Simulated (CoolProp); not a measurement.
Properties of hydrogen chloride along the isobar 11800 kPa (Tc = 324.7 K, pc = 8314 kPa, ω = 0.130).

Values from CoolProp's reference Helmholtz-energy equation of state, Thol 2018.

```tsv
T (K)	phase	Z	cv (kJ/(kg K))	speed of sound (m/s)	fugacity coefficient
184.3	liquid	0.2323	1.056	1156	0.008435
201.6	liquid	0.2197	1.017	(withheld)	0.02065
218.9	liquid	0.2101	0.9823	1005	0.04279
236.2	liquid	0.2029	0.9528	925.5	0.07799
253.5	liquid	0.1981	0.9274	(withheld)	0.1284
270.9	liquid	0.1957	0.9060	(withheld)	0.1954
288.2	liquid	0.1965	0.8896	(withheld)	0.2772
305.5	liquid	0.2021	0.8814	554.6	0.3715
322.8	liquid	0.2183	0.8928	428.9	0.4735
340.1	supercritical	0.2868	0.9855	275.9	0.5735
357.5	supercritical	0.5077	0.9345	270.1	0.6478
374.8	supercritical	0.6245	0.8153	296.2	0.6992
392.1	supercritical	0.6965	0.7425	315.8	0.7396
409.4	supercritical	0.7477	0.6957	332.0	0.7728
426.8	supercritical	0.7869	0.6642	346.1	0.8009
```

### Question
What belongs in the gaps?

### Answer

- 201.6, speed of sound (m/s): 1082
- 253.5, speed of sound (m/s): 842.6
- 270.9, speed of sound (m/s): 754.5
- 288.2, speed of sound (m/s): 660.1
